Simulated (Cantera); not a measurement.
Cantera run:

```python
import numpy as np
import cantera as ct

gas_names = """
    H HNO HNO2 HNO3 HO2 H2 H2O H2O2 N NH NH2 NH3 NH2OH NO NO2 NO3 N2 N2H2 N2H4 N2O O OH O2 O3 Pb PbO Pb2
""".split()
cond_names = """
    H2O(s) H2O(L) Pb(cr) Pb(L) PbO(rd) PbO(yw) PbO(L) PbO2(s) Pb3O4(s)
""".split()


def load(file, names, dense=False):
    # The tables refer to 1 bar. Condensed volumes are neglected.
    table = {s.name: s for s in ct.Species.list_from_file(file)}
    out = []
    for n in names:
        d = dict(table[n].input_data)
        d["thermo"] = dict(d["thermo"], **{"reference-pressure": 1e5})
        if dense:
            d["equation-of-state"] = {"model": "constant-volume", "density": "1e6 g/cm^3"}
        out.append(ct.Species.from_dict(d))
    return out


gas = ct.Solution(thermo="ideal-gas", species=load("nasa_gas.yaml", gas_names))
cond = {s.name: ct.Solution(thermo="fixed-stoichiometry", species=[s], name=s.name)
        for s in load("nasa_condensed.yaml", cond_names, dense=True)}
atoms = {
    'PbO': {'Pb': 1, 'O': 1},
    'H2': {'H': 2},
    'N2': {'N': 2},
}
top_T = {'Pb3O4(s)': 820}  # K; cautious upper limits of use, not melting points


def equilibrate(T, P, feed):
    n = {}
    for name, mol in feed.items():
        for a, k in atoms[name].items():
            n[a] = n.get(a, 0.0) + k * mol
    gas.TPX = T, P, n
    mass = sum(n.values()) * gas.mean_molecular_weight
    gas.equilibrate("TP")
    valid = [c for c in cond.values() if c.min_temp <= T <= top_T.get(c.name, c.max_temp)]
    mix = ct.Mixture([(gas, mass / gas.mean_molecular_weight)] + [(c, 0.0) for c in valid])
    mix.T, mix.P = T, P
    mix.equilibrate("TP", solver="vcs", rtol=1e-11, max_steps=5000)
    return mix


results = []
feed = {'PbO': 1, 'H2': 0.14, 'N2': 0.83}  # mol
for P in [10, 68, 460, 3200, 22000, 150000, 1000000]:
    for T in [973, 1048, 1123, 1198, 1273, 1348, 1423, 1498, 1573]:
        mix = equilibrate(T, P, feed)
        results.append((T, P, feed, dict(zip(mix.species_names, mix.species_moles))))

for T, P, feed, n in results:
    print(f"{T:7g} {P:10.4g}  " + (" + ".join(c for c in cond_names if n.get(c, 0) > 1e-12) or "gas only"))
```

Output:

```
    973         10  Pb(L) + PbO(yw)
   1048         10  PbO(yw)
   1123         10  PbO(yw)
   1198         10  gas only
   1273         10  gas only
   1348         10  gas only
   1423         10  gas only
   1498         10  gas only
   1573         10  gas only
    973         68  Pb(L) + PbO(yw)
   1048         68  Pb(L) + PbO(yw)
   1123         68  PbO(yw)
   1198         68  PbO(L)
   1273         68  gas only
   1348         68  gas only
   1423         68  gas only
   1498         68  gas only
   1573         68  gas only
    973        460  Pb(L) + PbO(yw)
   1048        460  Pb(L) + PbO(yw)
   1123        460  Pb(L) + PbO(yw)
   1198        460  PbO(L)
   1273        460  PbO(L)
   1348        460  PbO(L)
   1423        460  gas only
   1498        460  gas only
   1573        460  gas only
    973       3200  Pb(L) + PbO(yw)
   1048       3200  Pb(L) + PbO(yw)
   1123       3200  Pb(L) + PbO(yw)
   1198       3200  Pb(L) + PbO(L)
   1273       3200  Pb(L) + PbO(L)
   1348       3200  PbO(L)
   1423       3200  PbO(L)
   1498       3200  PbO(L)
   1573       3200  gas only
    973    2.2e+04  Pb(L) + PbO(yw)
   1048    2.2e+04  Pb(L) + PbO(yw)
   1123    2.2e+04  Pb(L) + PbO(yw)
   1198    2.2e+04  Pb(L) + PbO(L)
   1273    2.2e+04  Pb(L) + PbO(L)
   1348    2.2e+04  Pb(L) + PbO(L)
   1423    2.2e+04  Pb(L) + PbO(L)
   1498    2.2e+04  Pb(L) + PbO(L)
   1573    2.2e+04  PbO(L)
    973    1.5e+05  Pb(L) + PbO(yw)
   1048    1.5e+05  Pb(L) + PbO(yw)
   1123    1.5e+05  Pb(L) + PbO(yw)
   1198    1.5e+05  Pb(L) + PbO(L)
   1273    1.5e+05  Pb(L) + PbO(L)
   1348    1.5e+05  Pb(L) + PbO(L)
   1423    1.5e+05  Pb(L) + PbO(L)
   1498    1.5e+05  Pb(L) + PbO(L)
   1573    1.5e+05  Pb(L) + PbO(L)
    973      1e+06  Pb(L) + PbO(yw)
   1048      1e+06  Pb(L) + PbO(yw)
   1123      1e+06  Pb(L) + PbO(yw)
   1198      1e+06  Pb(L) + PbO(L)
   1273      1e+06  Pb(L) + PbO(L)
   1348      1e+06  Pb(L) + PbO(L)
   1423      1e+06  Pb(L) + PbO(L)
   1498      1e+06  Pb(L) + PbO(L)
   1573      1e+06  Pb(L) + PbO(L)
```

Equilibrium computed with Cantera from the NASA thermochemical tables; the gas is ideal and each condensed phase is pure. Each liquid is taken as pure. Mutual solubility and eutectic melting of coexisting phases are not modelled.
